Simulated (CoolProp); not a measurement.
Vapour pressure (bar) of methane: the reference equation beside estimates from Tc = 190.6 K, pc = 45.99 bar, ω = 0.011. Clausius-Clapeyron is anchored at 157.3 K with a constant enthalpy of vaporisation of 6.162 kJ/mol.

Model: reference Helmholtz-energy equation of state, Setzmann 1991, in CoolProp.

| T (K) | reference | Lee-Kesler | Clausius-Clapeyron | van der Waals | Peng-Robinson |
|---|---|---|---|---|---|
| 146.9 | 9.013 | … | 10.22 | 14.82 | 9.072 |
| 149.5 | 10.17 | … | 11.15 | 16.10 | 10.24 |
| 152.1 | 11.42 | 11.44 | 12.14 | 17.44 | 11.50 |
| 154.7 | 12.79 | 12.81 | … | 18.86 | 12.88 |
| 157.3 | 14.26 | 14.28 | 14.26 | 20.35 | 14.37 |
| 160 | 15.92 | 15.94 | 15.44 | 21.97 | 16.05 |
| 162.6 | 17.64 | 17.66 | 16.63 | … | 17.79 |
| 165.2 | 19.50 | 19.50 | 17.87 | 25.31 | 19.66 |
| 167.8 | 21.49 | 21.49 | 19.15 | 27.09 | 21.67 |
| 170.4 | 23.62 | 23.62 | 20.49 | 28.94 | 23.82 |
| 173 | 25.90 | 25.90 | 21.87 | 30.88 | 26.12 |
| 175.7 | 28.44 | 28.43 | 23.36 | 32.96 | 28.67 |

Q: Complete the blanks.

A: 
- 146.9, Lee-Kesler: 9.032
- 149.5, Lee-Kesler: 10.19
- 154.7, Clausius-Clapeyron: 13.18
- 162.6, van der Waals: 23.60

Absolute difference from the reference over all 12 rows, mean and median: Lee-Kesler 0.1 and 0.1 %, Clausius-Clapeyron 8.9 and 9.0 %, van der Waals 37.6 and 35.9 %, Peng-Robinson 0.8 and 0.8 %.
